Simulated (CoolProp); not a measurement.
Saturation properties of hexamethyldisiloxane (MM) (Tc = 518.7 K, pc = 19.31 bar, ω = 0.418).

Model: reference Helmholtz-energy equation of state, Thol 2016, in CoolProp.

| T (K) | p (bar) | liquid density (kg/m³) | vapour density (kg/m³) | enthalpy of vaporisation (kJ/kg) | liquid cp (kJ/(kg K)) | surface tension (mN/m) |
|---|---|---|---|---|---|---|
| 294.8 | 0.04693 | 763.0 | 0.3131 | 230.4 | 1.891 | 15.7 |
| 317.2 | 0.1364 | 739.2 | 0.8527 | 220.2 | 1.950 | 13.7 |
| 339.6 | 0.3336 | 714.5 | 1.975 | 209.7 | 2.014 | 11.8 |
| 362.1 | 0.7151 | 688.7 | 4.058 | 198.7 | 2.080 | 9.98 |
| 384.5 | 1.373 | 661.5 | 7.570 | 186.9 | 2.150 | 8.20 |
| 406.9 | 2.424 | 632.4 | 13.18 | [?] | 2.225 | [?] |
| 429.3 | 3.997 | 600.4 | 21.85 | 159.3 | [?] | 4.89 |
| 451.7 | 6.248 | 564.3 | [?] | 142.3 | 2.415 | 3.39 |
| 474.2 | 9.375 | 521.0 | 56.39 | 121.2 | [?] | 2.02 |
| 496.6 | 13.60 | 463.2 | 93.61 | 92.54 | 2.945 | 0.829 |

Fill in the missing entries.


- 406.9, enthalpy of vaporisation (kJ/kg): 173.9
- 406.9, surface tension (mN/m): 6.50
- 429.3, liquid cp (kJ/(kg K)): 2.310
- 451.7, vapour density (kg/m³): 35.17
- 474.2, liquid cp (kJ/(kg K)): 2.573

It boils at 373.7 K under 1 atm.

Surface tension comes from a separate correlation (Mulero 2014), older than this fluid's equation and unchecked against measurements.
